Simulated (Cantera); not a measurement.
# Reactions in the system Al-Cl-N-O

Source: NASA polynomial tables (part measured, part estimated), evaluated in Cantera. Values are per mole of reaction as written; species without (g) are pure solids or liquids, kept so even where they would boil at 1 bar.

2 AlCl₃(g) + N₂(g) ⇌ 2 AlN + 6 Cl(g)

| T (K) | ΔH° (kJ) | ΔS° (J/K) | ΔG° (kJ) | log10 K |
|---|---|---|---|---|
| 300 | 1261.0 | 210.9 | 1197.8 | -208.55 |
| 1350 | 1295.2 | 257.9 | 947.0 | -36.64 |
| 1500 | 1300.0 | 261.3 | 908.1 | -31.62 |
| 1650 | 1304.6 | 264.2 | 868.7 | -27.50 |
| 1800 | 1309.2 | 266.8 | 828.8 | -24.05 |
| 1950 | 1313.6 | 269.2 | 788.6 | -21.12 |
| 2100 | 1317.9 | 271.3 | 748.1 | -18.61 |
| 2250 | 1322.1 | 273.3 | 707.2 | -16.42 |
| 2400 | 1326.3 | 275.1 | 666.1 | -14.50 |
| 2550 | 1330.5 | 276.8 | 624.7 | -12.80 |

2 AlN + 2 O(g) ⇌ Al₂O(g) + N₂O(g)

```json
[
 {"T (K)": "300", "ΔH° (kJ)": "74.0", "ΔS° (J/K)": "109.9", "ΔG° (kJ)": "41.1", "log10 K": "-7.15"},
 {"T (K)": "1350", "ΔH° (kJ)": "50.9", "ΔS° (J/K)": "78.1", "ΔG° (kJ)": "-54.5", "log10 K": "2.11"},
 {"T (K)": "1500", "ΔH° (kJ)": "47.6", "ΔS° (J/K)": "75.7", "ΔG° (kJ)": "-66.0", "log10 K": "2.30"},
 {"T (K)": "1650", "ΔH° (kJ)": "44.3", "ΔS° (J/K)": "73.6", "ΔG° (kJ)": "-77.2", "log10 K": "2.44"},
 {"T (K)": "1800", "ΔH° (kJ)": "41.0", "ΔS° (J/K)": "71.7", "ΔG° (kJ)": "-88.1", "log10 K": "2.56"},
 {"T (K)": "1950", "ΔH° (kJ)": "37.9", "ΔS° (J/K)": "70.0", "ΔG° (kJ)": "-98.7", "log10 K": "2.64"},
 {"T (K)": "2100", "ΔH° (kJ)": "34.7", "ΔS° (J/K)": "68.5", "ΔG° (kJ)": "-109.1", "log10 K": "2.71"},
 {"T (K)": "2250", "ΔH° (kJ)": "31.6", "ΔS° (J/K)": "67.1", "ΔG° (kJ)": "-119.3", "log10 K": "2.77"},
 {"T (K)": "2400", "ΔH° (kJ)": "28.5", "ΔS° (J/K)": "65.7", "ΔG° (kJ)": "-129.2", "log10 K": "2.81"},
 {"T (K)": "2550", "ΔH° (kJ)": "25.5", "ΔS° (J/K)": "64.5", "ΔG° (kJ)": "-139.0", "log10 K": "2.85"}
]
```
